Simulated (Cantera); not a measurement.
Adiabatic ignition

An adiabatic, constant-pressure homogeneous reactor starts with C3H8 : O2 : N2 = 1 : 2.5 : 9.25 (molar parts), equivalence ratio 2.0, at 1773 K and 0.450 bar.

Model: GRI-Mech 3.0 (53 species, 325 reactions), integrated in Cantera. GRI-Mech 3.0 was tuned for natural gas; its chemistry of propane as a main component is partial and can be far from experiment.

| t (s) | T (K) | x C3H8 | x O2 | x CH2CO | x C2H6 | x HCO | x CH2O | x CH2 |
|---|---|---|---|---|---|---|---|---|
| 2.00e-6 | 1741 | 0.0725 | 0.194 | 2.09e-6 | 2.71e-5 | 7.14e-7 | 0.000136 | 3.11e-6 |
| 9.71e-6 | 1698 | 0.0451 | 0.179 | 0.000572 | 0.00193 | 5.33e-5 | 0.00436 | 3.12e-5 |
| 4.72e-5 | 2776 | 1.97e-11 | 0.00202 | 8.18e-5 | 3.26e-8 | 2.76e-5 | 7.08e-5 | 0.000266 |
| 0.000229 | 2817 | <1e-12 | 6.92e-5 | 5.01e-9 | <1e-12 | 2.72e-7 | 1.87e-8 | 4.02e-8 |
| 0.00111 | 2733 | <1e-12 | 0.000191 | <1e-12 | <1e-12 | 2.42e-7 | 4.69e-9 | 3.26e-12 |
| 0.00540 | 2697 | <1e-12 | 0.000254 | <1e-12 | <1e-12 | 2.40e-7 | 3.79e-9 | 1.97e-12 |
| 0.0262 | 2697 | <1e-12 | 0.000254 | <1e-12 | <1e-12 | 2.40e-7 | 3.79e-9 | 1.97e-12 |
| 0.127 | 2697 | <1e-12 | 0.000254 | <1e-12 | <1e-12 | 2.40e-7 | 3.79e-9 | 1.97e-12 |
| 0.618 | 2697 | <1e-12 | 0.000254 | <1e-12 | <1e-12 | 2.40e-7 | 3.79e-9 | 1.97e-12 |
| 3.00 | 2697 | <1e-12 | 0.000254 | <1e-12 | <1e-12 | 2.40e-7 | 3.79e-9 | 1.97e-12 |
x: mole fraction; the columns are a selection and need not sum to one.

| Item | Value |
|---|---|
| time of steepest temperature rise | 34.8 µs |
| temperature at 3.00 s | 2697 K |
| equilibrium temperature | 2697 K |
| x(C3H8) at 3.00 s | <1e-12 (gas-phase equilibrium <1e-12) |
| x(O2) at 3.00 s | 0.000254 (gas-phase equilibrium 0.000254) |
| x(CH2CO) at 3.00 s | <1e-12 (gas-phase equilibrium <1e-12) |
